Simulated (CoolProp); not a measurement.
C2F6 (R116) at several states: fugacity coefficient from the reference equation and from simpler models built on Tc = 293.0 K, pc = 30.48 bar, ω = 0.257; each cubic takes its own stable root.

Computed with CoolProp (reference Helmholtz-energy equation of state, Lemmon 2006). It is a short technical equation, of lower accuracy than the large ones.

| T (K) | p (bar) | phase | reference | Redlich-Kwong | Soave-Redlich-Kwong |
|---|---|---|---|---|---|
| 334.6 | 1.74 | gas | 0.9880 | 0.9869 | 0.9878 |
| 293.9 | 1.06 | gas | 0.9886 | 0.9883 | 0.9883 |
| 247.4 | 3.37 | gas | 0.9355 | 0.9396 | 0.9357 |
| 285.7 | 0.107 | gas | 0.9987 | 0.9987 | 0.9987 |
| 181.1 | 4.66 | liquid | 0.09580 | 0.1791 | 0.09529 |
